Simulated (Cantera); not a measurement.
Charge: 1 mol Si, 0.012 mol O2, 420 mol N2, 0.078 mol N2O, equilibrated at 1.00 bar.

Method: chemical equilibrium by Gibbs-energy minimisation in Cantera with the NASA 1993 tables (ideal gas, pure condensed phases). Candidate condensed phases: Si, SiO2, Si2N2O, Si3N4; 16 gas species. Mutual solubility and eutectic melting of coexisting phases are not modelled. Kinetics and transport are ignored.

Question: Which condensed phases are stable at each of these points (T (K)): 1523, 1573, 1623, 1673, 1723, 1773, 1823, 1873?

Answer: 
| T (K) | condensed phases | Si condensed (%) |
|---|---|---|
| 1523 | Si2N2O(s) + Si3N4(s) | 100.0 |
| 1573 | Si2N2O(s) + Si3N4(s) | 100.0 |
| 1623 | Si2N2O(s) + Si3N4(s) | 100.0 |
| 1673 | Si2N2O(s) + Si3N4(s) | 99.8 |
| 1723 | Si2N2O(s) + Si3N4(s) | 99.5 |
| 1773 | Si2N2O(s) + Si3N4(s) | 98.4 |
| 1823 | Si2N2O(s) + Si3N4(s) | 95.4 |
| 1873 | Si3N4(s) | 89.8 |

From 1523 K to 1823 K the condensed part is Si2N2O(s) + Si3N4(s). At 1873 K the condensed part is Si3N4(s).
